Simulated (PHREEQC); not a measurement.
2 g of hydrous ferric oxide (600 m²/g; 0.2 weak and 0.005 strong sites per Fe, Dzombak-Morel constants, diffuse double layer) in 1 kg of water with 0.001 mol/kgw of an inert sodium salt, at 25 °C; the pH is set by adding NaOH or the inert anion's acid. O2 is buffered at 0.21 atm. CO2 from the air is kept out. No solid was allowed to form.

Base run: PHREEQC, ion-association model, wateq4f.dat. Each further column changes one thing. The table gives surface charge σ (C/m²).

| pH | base | background salt from 0.001 to 0.0001 mol/kgw | 0.0084 mol/kgw CaCl2 added |
|---|---|---|---|
| 3 | 0.282 | 0.267 | 0.349 |
| 4 | 0.140 | 0.109 | 0.267 |
| 5 | 0.056 | … | … |
| 5.5 | 0.034 | 0.015 | 0.107 |
| 6.5 | 0.011 | 0.004 | 0.046 |
| 7.5 | 0.003 | … | 0.016 |
| 8.5 | -0.002 | … | 0.008 |
| 9 | -0.004 | -0.002 | 0.007 |
| 10 | -0.016 | -0.008 | 0.007 |
| 11 | -0.058 | -0.047 | 0.006 |

Q: Some entries are withheld; supply them.

A: 
- 5, background salt from 0.001 to 0.0001 mol/kgw: 0.031
- 5, 0.0084 mol/kgw CaCl2 added: 0.153
- 7.5, background salt from 0.001 to 0.0001 mol/kgw: 0.001
- 8.5, background salt from 0.001 to 0.0001 mol/kgw: -0.001

The oxide is taken as insoluble; below pH 4 it would dissolve.
